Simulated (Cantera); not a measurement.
## Nb + H₂O + H₂ (tantalum, niobium, vanadium and zirconium in process gases)

Input: 1 mol Nb, 0.02 mol H₂O, 14 mol H₂, at 2575 K and 8.40 mbar.

Equilibrium computed with Cantera from the NASA thermochemical tables; the gas is ideal and each condensed phase is pure. Candidate condensed phases: H₂O, Nb, NbO, NbO₂, Nb₂O₅; 12 gas species. Condensed phases not in the tables: N, O or C dissolved in the metal. Rates play no part.

```
Property                               Result
----------------------------------  ---------
x(H₂)                                   0.686
x(H)                                    0.313
x(NbO)                               0.000895
x(H₂O)                               0.000156
x(NbO₂)                               6.49e-5
x(OH)                                 1.61e-5
x(Nb)                                 1.14e-5
x(O)                                  4.77e-6
n(Nb(s))                            0.984 mol
gas amount                          16.64 mol
log10 activity of NbO₂(l) (absent)      -3.70
```
